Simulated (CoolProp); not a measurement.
n-perfluorohexane at several states: Z from the reference equation and from simpler models built on Tc = 174.9 °C, pc = 1.742 MPa, ω = 0.497; each cubic takes its own stable root.

The numbers come from the reference Helmholtz-energy equation of state, Gao 2022 in CoolProp.

| T (°C) | p (MPa) | phase | reference | Redlich-Kwong | Soave-Redlich-Kwong | Peng-Robinson |
|---|---|---|---|---|---|---|
| 8.05 | 8.04 | liquid | 0.6630 | 0.7881 | 0.7551 | 0.6726 |
| 173.05 | 0.371 | gas | 0.9197 | 0.9228 | 0.9225 | 0.9144 |
| -27.55 | 0.0749 | liquid | 0.006799 | 0.008316 | 0.007888 | 0.007014 |
